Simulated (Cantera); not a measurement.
An isothermal, constant-pressure homogeneous reactor starts with 3.73 % H2, 74.6 % O2, 21.6 % N2, at 1400 K and 0.00237 atm.

Computed with Cantera and the H2/O2 subset of GRI-Mech 3.0, which has no nitrogen chemistry. Radical loss at walls, strong at low pressure, is not modelled. The temperature is held fixed by assumption; the heat of reaction is taken as removed at once.

Q: Predict: x(H2) at 200 s; x(O2) at 200 s; x(O) at 200 s; x(OH) at 200 s; x(H2O) at 200 s.

A: 
| Quantity | Result |
|---|---|
| x(H2) at 200 s | 9.24e-7 (gas-phase equilibrium 4.09e-7) |
| x(O2) at 200 s | 0.741 (gas-phase equilibrium 0.741) |
| x(O) at 200 s | 3.78e-5 (gas-phase equilibrium 1.67e-5) |
| x(OH) at 200 s | 0.000177 (gas-phase equilibrium 0.000118) |
| x(H2O) at 200 s | 0.0379 (gas-phase equilibrium 0.0380) |
